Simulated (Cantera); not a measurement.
Thermodynamics of roasting and sulfation, feed Fe2O3 + SO2 + O2

Charge: 1 mol Fe2O3, 0.21 mol SO2, a varied amount of O2, equilibrated at 1173.15 K and 210000 Pa.

Equilibrium computed with Cantera from the NASA thermochemical tables; the gas is ideal and each condensed phase is pure. Candidate condensed phases: Fe, FeO, FeS, FeSO4, FeS2, Fe2O3, Fe2(SO4)3, Fe3O4, S; 12 gas species. Kinetics and transport are ignored.

```
n(O2) (mol)   x O2   x SO2   x SO3      x O  n Fe2O3(s)
-----------  -----  ------  ------  -------  ----------
0.55         0.712   0.206  0.0811  8.16e-9        1.00
0.91         0.807   0.136  0.0568  8.69e-9        1.00
1.3          0.858  0.0993  0.0428  8.96e-9        1.00
1.6          0.882  0.0822  0.0359  9.08e-9        1.00
2            0.904  0.0669  0.0296  9.19e-9        1.00
2.4          0.919  0.0563  0.0251  9.27e-9        1.00
2.7          0.927  0.0504  0.0226  9.31e-9        1.00
3.1          0.936  0.0442  0.0199  9.36e-9        1.00
3.5          0.943  0.0393  0.0178  9.39e-9        1.00
3.8          0.947  0.0363  0.0165  9.41e-9        1.00
4.2          0.952  0.0330  0.0150  9.44e-9        1.00
```
x: gas mole fraction; n: condensed amount in mol.

From 0.55 mol O2 to 4.2 mol O2 the condensed part is Fe2O3(s).
